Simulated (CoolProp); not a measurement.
Nitrous oxide along the isotherm 71.45 °C: density (kg/m³) from the reference equation and from simpler models built on Tc = 36.4 °C, pc = 7.245 MPa, ω = 0.161; each cubic takes its own stable root.

Values from CoolProp's reference Helmholtz-energy equation of state, Lemmon 2006. It is a short technical equation, of lower accuracy than the large ones.

```tsv
p (MPa)	phase	reference
0.906	gas	14.36
1.81	gas	29.68
2.72	gas	46.25
3.62	gas	63.98
4.53	gas	83.55
5.43	gas	104.9
6.34	gas	128.9
7.24	gas	155.9
8.15	supercritical	187.2
9.06	supercritical	224.0
9.96	supercritical	267.2
10.9	supercritical	320.7
```

Task: How far does each simpler model (ideal gas, Redlich-Kwong, Soave-Redlich-Kwong, Peng-Robinson) lie from the reference over these 12 states: mean and median of the absolute difference, and the worst?

Result: 
- ideal gas: mean 23.7 %, median 22.5 %, worst -47.8 % at 71.45 °C and 10.9 MPa
- Redlich-Kwong: mean 0.6 %, median 0.6 %, worst +1.4 % at 71.45 °C and 9.96 MPa
- Soave-Redlich-Kwong: mean 1.7 %, median 0.9 %, worst -6.3 % at 71.45 °C and 10.9 MPa
- Peng-Robinson: mean 1.5 %, median 1.6 %, worst +2.4 % at 71.45 °C and 7.24 MPa
